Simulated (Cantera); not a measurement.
Feed: 1 mol CO, 0.026 mol H2O, held at 1 atm.

Equilibrium computed with Cantera from the NASA thermochemical tables; the gas is ideal and each condensed phase is pure. Candidate condensed phases: C, C6H6, C7H8, C8H18, H2O; 110 gas species. Rates play no part. All values below are at 477 °C.

Base state: CO2 0.912, CO 0.0402, H2O 0.0374, H2 0.0101, CH4 0.000330 (mole fractions); condensed: C(graphite).

Q: What changes in the equilibrium state with this change: H2O from 0.026 to 0.037 mol?

A: 
```json
[
 {"species": "CO2", "before": "0.912", "after": "0.894"},
 {"species": "H2O", "before": "0.0374", "after": "0.0517"},
 {"species": "CO", "before": "0.0402", "after": "0.0398"},
 {"species": "H2", "before": "0.0101", "after": "0.0141"},
 {"species": "CH4", "before": "0.000330", "after": "0.000642"},
 {"species": "C(graphite), mol", "before": "0.486", "after": "0.484"}
]
```

Q: What changes in the equilibrium state with this change: H2O from 0.026 to 0.69 mol?

A: 
```tsv
species	before	after
CO2	0.912	0.481
H2O	0.0374	0.323
H2	0.0101	0.120
CH4	0.000330	0.0467
CO	0.0402	0.0292
C(graphite), mol	0.486	0.284
```

Q: What changes in the equilibrium state with this change: H2O from 0.026 to 0.44 mol?

A: 
```
species             before   after
----------------  --------  ------
CO2                  0.912   0.561
H2O                 0.0374   0.281
H2                  0.0101  0.0967
CH4               0.000330  0.0302
CO                  0.0402  0.0315
C(graphite), mol     0.486   0.375
```
